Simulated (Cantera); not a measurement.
Si + Cl2 + H2 (chlorosilane synthesis and conversion)

Input: 1 mol Si, 0.73 mol Cl2, 14 mol H2, equilibrated at 0.133 bar.

These are equilibrium values from Cantera (NASA tables, ideal gas, pure condensed phases), not measurements of a reactor. Candidate condensed phases: Si; 19 gas species. The tables' values for SiCl3, SiCl are old estimates; treat these amounts as uncertain. Gases not in the tables: Si2H6 and higher silanes. Kinetics and transport are ignored.

From 573 K to 1673 K the condensed part is Si(s). At 1773 K the condensed part is Si(l). The main Si-bearing gas is SiCl4 at 573 K and SiCl2 at 1773 K. The share of Si in condensed phases is highest at 1773 K (76.4 %) and lowest at 573 K (59.3 %).

```
T (K)  log p H2  log p HCl  log p SiCl4  log p SiCl2  log p SiHCl3  n Si(s)  n Si(l)
-----  --------  ---------  -----------  -----------  ------------  -------  -------
573       -0.89      -5.56        -2.65       -10.65         -2.83    0.593        0
673       -0.89      -4.58        -2.64        -8.46         -2.85    0.595        0
773       -0.89      -3.86        -2.64        -6.86         -2.87    0.599        0
873       -0.89      -3.31        -2.64        -5.63         -2.89    0.610        0
973       -0.89      -2.88        -2.68        -4.67         -2.93    0.633        0
1073      -0.89      -2.55        -2.75        -3.92         -3.01    0.671        0
1173      -0.90      -2.31        -2.93        -3.36         -3.15    0.717        0
1273      -0.91      -2.15        -3.27        -2.99         -3.42    0.751        0
1373      -0.91      -2.08        -3.81        -2.80         -3.84    0.763        0
1473      -0.91      -2.06        -4.45        -2.72         -4.33    0.762        0
1573      -0.91      -2.06        -5.06        -2.68         -4.79    0.756        0
1673      -0.91      -2.06        -5.62        -2.66         -5.22    0.750        0
1773      -0.91      -2.05        -6.13        -2.68         -5.62        0    0.764
```
log p: log10 of the partial pressure in bar; n: condensed amount in mol.
